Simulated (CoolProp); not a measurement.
Vapour pressure (MPa) of cyclohexane: the reference equation beside estimates from Tc = 553.6 K, pc = 4.081 MPa, ω = 0.209. Clausius-Clapeyron is anchored at 441.8 K with a constant enthalpy of vaporisation of 24.03 kJ/mol.

Model: reference Helmholtz-energy equation of state, Zhou 2014, in CoolProp.

```json
[
 {"T (K)": "364.2", "reference": "0.1368", "Lee-Kesler": "0.1366", "Clausius-Clapeyron": "0.1960", "van der Waals": "0.5914", "Soave-Redlich-Kwong": "0.1367", "Peng-Robinson": "0.1374"},
 {"T (K)": "375.2", "reference": "0.1844", "Lee-Kesler": "0.1844", "Clausius-Clapeyron": "0.2473", "van der Waals": "0.6923", "Soave-Redlich-Kwong": "0.1844", "Peng-Robinson": "0.1845"},
 {"T (K)": "386.3", "reference": "0.2445", "Lee-Kesler": "0.2446", "Clausius-Clapeyron": "0.3086", "van der Waals": "0.8049", "Soave-Redlich-Kwong": "0.2445", "Peng-Robinson": "0.2438"},
 {"T (K)": "397.4", "reference": "0.3182", "Lee-Kesler": "0.3187", "Clausius-Clapeyron": "0.3803", "van der Waals": "0.9289", "Soave-Redlich-Kwong": "0.3186", "Peng-Robinson": "0.3168"},
 {"T (K)": "408.5", "reference": "0.4077", "Lee-Kesler": "0.4085", "Clausius-Clapeyron": "0.4634", "van der Waals": "1.065", "Soave-Redlich-Kwong": "0.4087", "Peng-Robinson": "0.4054"},
 {"T (K)": "419.6", "reference": "0.5148", "Lee-Kesler": "0.5160", "Clausius-Clapeyron": "0.5588", "van der Waals": "1.213", "Soave-Redlich-Kwong": "0.5168", "Peng-Robinson": "0.5117"},
 {"T (K)": "430.7", "reference": "0.6415", "Lee-Kesler": "0.6429", "Clausius-Clapeyron": "0.6674", "van der Waals": "1.373", "Soave-Redlich-Kwong": "0.6450", "Peng-Robinson": "0.6378"},
 {"T (K)": "441.8", "reference": "0.7899", "Lee-Kesler": "0.7915", "Clausius-Clapeyron": "0.7899", "van der Waals": "1.547", "Soave-Redlich-Kwong": "0.7955", "Peng-Robinson": "0.7860"},
 {"T (K)": "452.8", "reference": "0.9606", "Lee-Kesler": "0.9621", "Clausius-Clapeyron": "0.9260", "van der Waals": "1.732", "Soave-Redlich-Kwong": "0.9688", "Peng-Robinson": "0.9568"},
 {"T (K)": "463.9", "reference": "1.159", "Lee-Kesler": "1.160", "Clausius-Clapeyron": "1.079", "van der Waals": "1.932", "Soave-Redlich-Kwong": "1.170", "Peng-Robinson": "1.156"},
 {"T (K)": "475", "reference": "1.386", "Lee-Kesler": "1.386", "Clausius-Clapeyron": "1.248", "van der Waals": "2.146", "Soave-Redlich-Kwong": "1.401", "Peng-Robinson": "1.384"},
 {"T (K)": "486.1", "reference": "1.643", "Lee-Kesler": "1.644", "Clausius-Clapeyron": "1.434", "van der Waals": "2.374", "Soave-Redlich-Kwong": "1.663", "Peng-Robinson": "1.644"},
 {"T (K)": "497.2", "reference": "1.935", "Lee-Kesler": "1.935", "Clausius-Clapeyron": "1.638", "van der Waals": "2.617", "Soave-Redlich-Kwong": "1.960", "Peng-Robinson": "1.939"},
 {"T (K)": "508.3", "reference": "2.263", "Lee-Kesler": "2.263", "Clausius-Clapeyron": "1.859", "van der Waals": "2.874", "Soave-Redlich-Kwong": "2.292", "Peng-Robinson": "2.271"},
 {"T (K)": "519.3", "reference": "2.628", "Lee-Kesler": "2.629", "Clausius-Clapeyron": "2.097", "van der Waals": "3.143", "Soave-Redlich-Kwong": "2.660", "Peng-Robinson": "2.640"}
]
```

Absolute difference from the reference over all 15 rows, mean and median: Lee-Kesler 0.1 and 0.1 %, Clausius-Clapeyron 15.7 and 13.7 %, van der Waals 124.3 and 95.8 %, Soave-Redlich-Kwong 0.7 and 0.7 %, Peng-Robinson 0.4 and 0.4 %.
